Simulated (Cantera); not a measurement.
**Stirred combustor or abatement burner**

A perfectly stirred reactor is fed with 7.03 % CH4, 1.05 % C2H6, 0.288 % C3H8, 19.2 % O2, 72.4 % N2, equivalence ratio 1.0, at 6.22 atm; it is adiabatic with a 475 K inlet, and is followed from long to short residence time, starting on the burning branch (τ in s: 0.12, 0.05, 0.02, 0.0083, 0.0033, 0.0013, 0.00055, 0.00022, 8.9e-05, 3.6e-05, 1.5e-05).

Cantera simulation using GRI-Mech 3.0 (53 species, 325 reactions); the numbers are that mechanism's predictions, not measurements.

```csv
τ (s),T (K),x CH4,x C2H6,x C3H8,x O2,x HCN
0.12,2363,5.71e-7,6.62e-9,2.30e-9,0.00450,1.68e-7
0.050,2362,1.32e-6,1.58e-8,5.45e-9,0.00472,3.34e-7
0.020,2359,3.07e-6,3.90e-8,1.33e-8,0.00514,6.00e-7
0.0083,2351,6.60e-6,9.27e-8,3.10e-8,0.00579,9.36e-7
0.0033,2336,1.39e-5,2.29e-7,7.33e-8,0.00685,1.37e-6
0.0013,2309,2.79e-5,5.62e-7,1.69e-7,0.00844,1.91e-6
0.00055,2274,5.21e-5,1.26e-6,3.52e-7,0.0104,2.52e-6
0.00022,2225,0.000103,2.95e-6,7.55e-7,0.0133,3.34e-6
8.9e-5,2162,0.000215,6.84e-6,1.63e-6,0.0170,4.43e-6
3.6e-5,2079,0.000524,1.75e-5,3.91e-6,0.0227,6.17e-6
1.5e-5,475,0.0703,0.0105,0.00288,0.192,<1e-12
```
x: mole fraction; the columns are a selection and need not sum to one.
